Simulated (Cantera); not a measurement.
Input (Python, Cantera) and output of one run.

```python
import numpy as np
import cantera as ct

gas_names = """
    H H2 H2S Pb PbS Pb2 S SH S2 S8
""".split()
cond_names = """
    Pb(cr) Pb(L) PbS(s) PbS(L) S(cr1) S(cr2) S(L)
""".split()


def load(file, names, dense=False):
    # The tables refer to 1 bar. Condensed volumes are neglected.
    table = {s.name: s for s in ct.Species.list_from_file(file)}
    out = []
    for n in names:
        d = dict(table[n].input_data)
        d["thermo"] = dict(d["thermo"], **{"reference-pressure": 1e5})
        if dense:
            d["equation-of-state"] = {"model": "constant-volume", "density": "1e6 g/cm^3"}
        out.append(ct.Species.from_dict(d))
    return out


gas = ct.Solution(thermo="ideal-gas", species=load("nasa_gas.yaml", gas_names))
cond = {s.name: ct.Solution(thermo="fixed-stoichiometry", species=[s], name=s.name)
        for s in load("nasa_condensed.yaml", cond_names, dense=True)}
atoms = {
    'PbS': {'Pb': 1, 'S': 1},
    'H2': {'H': 2},
}
top_T = {}  # K; cautious upper limits of use, not melting points


def equilibrate(T, P, feed):
    n = {}
    for name, mol in feed.items():
        for a, k in atoms[name].items():
            n[a] = n.get(a, 0.0) + k * mol
    gas.TPX = T, P, n
    mass = sum(n.values()) * gas.mean_molecular_weight
    gas.equilibrate("TP")
    valid = [c for c in cond.values() if c.min_temp <= T <= top_T.get(c.name, c.max_temp)]
    mix = ct.Mixture([(gas, mass / gas.mean_molecular_weight)] + [(c, 0.0) for c in valid])
    mix.T, mix.P = T, P
    mix.equilibrate("TP", solver="vcs", rtol=1e-11, max_steps=5000)
    return mix


results = []
feed = {'PbS': 1, 'H2': 1300}  # mol
T = 1275  # K
for P in [10, 52, 270, 1400, 7200, 37000, 190000, 1000000]:
    mix = equilibrate(T, P, feed)
    results.append((T, P, feed, dict(zip(mix.species_names, mix.species_moles))))
    x = sorted(zip(gas.X, gas.species_names), reverse=True)
    print(f"T = {T:g} K  P = {P:g} Pa  gas = {mix.phase_moles(0):.4g} mol")
    print("   x: " + "  ".join(f"{s} {v:.3e}" for v, s in x if v > 0.0001))
    print("   condensed (mol): " + ("  ".join(f"{mix.phase(i).name} {mix.phase_moles(i):.4g}"
          for i in range(1, mix.n_phases) if mix.phase_moles(i) > 1e-12) or "none"))
```

Result:

```
T = 1275 K  P = 10 Pa  gas = 1301 mol
   x: H2 9.985e-01  Pb 7.163e-04  H2S 6.397e-04
   condensed (mol): none
T = 1275 K  P = 52 Pa  gas = 1301 mol
   x: H2 9.985e-01  Pb 7.126e-04  H2S 6.887e-04
   condensed (mol): none
T = 1275 K  P = 270 Pa  gas = 1301 mol
   x: H2 9.985e-01  Pb 7.115e-04  H2S 7.035e-04
   condensed (mol): none
T = 1275 K  P = 1400 Pa  gas = 1301 mol
   x: H2 9.985e-01  Pb 7.112e-04  H2S 7.082e-04
   condensed (mol): none
T = 1275 K  P = 7200 Pa  gas = 1301 mol
   x: H2 9.985e-01  Pb 7.110e-04  H2S 7.098e-04
   condensed (mol): none
T = 1275 K  P = 37000 Pa  gas = 1301 mol
   x: H2 9.985e-01  Pb 7.110e-04  H2S 7.105e-04
   condensed (mol): none
T = 1275 K  P = 190000 Pa  gas = 1301 mol
   x: H2 9.985e-01  Pb 7.109e-04  H2S 7.108e-04
   condensed (mol): none
T = 1275 K  P = 1e+06 Pa  gas = 1300 mol
   x: H2 9.990e-01  H2S 7.528e-04  Pb 1.886e-04
   condensed (mol): Pb(L) 0.7337
```

Equilibrium computed with Cantera from the NASA thermochemical tables; the gas is ideal and each condensed phase is pure.
